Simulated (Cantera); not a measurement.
An isothermal, constant-pressure homogeneous reactor starts with 1.36 % CO, 1.27 % O₂, 0.0195 % H₂O, 97.4 % N₂, equivalence ratio 0.54, at 1325 K and 1200 Torr.

Computed with Cantera and GRI-Mech 3.0 (53 species, 325 reactions).

One state of this run: x CO = 0.00317; x O₂ = 0.00735; x H₂O = 0.000171; x NO₂ = 1.17e-8; x HO₂ = 1.13e-6; x H = 2.10e-5; x NO = 2.40e-6. x: mole fraction; the columns are a selection and need not sum to one.

Which value of t (s) does it belong to?
(A) 0.374
(B) 5.35e-5
(C) 0.0196
(D) 2.00e-5

C, 0.0196
